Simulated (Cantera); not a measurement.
A freely propagating, adiabatic, planar premixed flame of H₂ : O₂ : N₂ : H₂O = 1 : 0.217 : 0.587 : 0.015 (molar parts), equivalence ratio 2.3, unburnt at 600 K and 225 Torr; mixture-averaged transport, grid criteria slope 0.08 and curve 0.16, no radiation.

Detailed kinetics in Cantera: the H2/O2 subset of GRI-Mech 3.0, which has no nitrogen chemistry. Burning velocities carry a grid error of a few per cent, more on coarse grids.

**Question.** Predict: laminar burning velocity; thermal thickness; peak x(O); peak x(HO₂); peak x(H).

**Answer.** 
```
Item                         Value
------------------------  --------
laminar burning velocity  899 cm/s
thermal thickness          2.06 mm
peak x(O)                  0.00468
peak x(HO₂)                9.91e-5
peak x(H)                    0.133
```
